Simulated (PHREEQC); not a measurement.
Solution (22 °C): 0.0012 mol HCl, 0.00054 mol FeCl3 and 0.012 mol Fe2(SO4)3 per kg of water. Closed to the air; pH follows from the charge balance.

Equilibrium calculation in PHREEQC: ion-association model, phreeqc.dat.

This is a speciation only: nothing precipitates in the calculation.

Problem. Order these S species by the share of S that they hold, largest first: HSO4-, Fe(SO4)2-, FeHSO4+2, SO4-2, FeSO4+.

Solution. FeSO4+ (51 %), SO4-2 (32 %), Fe(SO4)2- (12 %), HSO4- (3.5 %), FeHSO4+2 (0.52 %)

The pH is 2.68 and the ionic strength 0.0490 mol/kgw. Saturation is exceeded, for instance for Hematite (slow to form), Goethite (slow to form); the values hold only as long as no solid forms.
